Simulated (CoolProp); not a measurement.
Vapour-liquid equilibrium of R1234ze(E) (1) + n-pentane (2) at 407 kPa; x and y are mole fractions of (1).

The numbers come from the multi-fluid Helmholtz-energy mixture model, Thol 2016 and Thol 2019; pair parameters Bell 2016 in CoolProp.

| x | bubble temperature, mixture model (°C) | bubble temperature, Raoult's law (°C) | y, mixture model | y, Raoult's law |
|---|---|---|---|---|
| 0.05 | 69.4 | 75.9 | 0.320 | 0.226 |
| 0.15 | 49.9 | 63.3 | 0.633 | 0.508 |
| 0.25 | 39.0 | 53.7 | 0.758 | 0.672 |
| 0.35 | 32.8 | 46.1 | 0.818 | 0.775 |
| 0.45 | 28.9 | 39.9 | 0.853 | 0.844 |
| 0.55 | 26.3 | 34.7 | 0.876 | 0.893 |
| 0.65 | 24.3 | 30.2 | 0.896 | 0.929 |
| 0.75 | 22.6 | 26.3 | 0.916 | 0.956 |
| 0.85 | 21.0 | 22.9 | 0.941 | 0.977 |
| 0.95 | 19.3 | 19.9 | 0.976 | 0.993 |

The largest gap from Raoult's law is -14.7 K in bubble temperature, at x = 0.25. No azeotrope shows between x = 0.05 and 0.95.

The pair parameters rest on a limited set of measurements; away from them the model extrapolates.
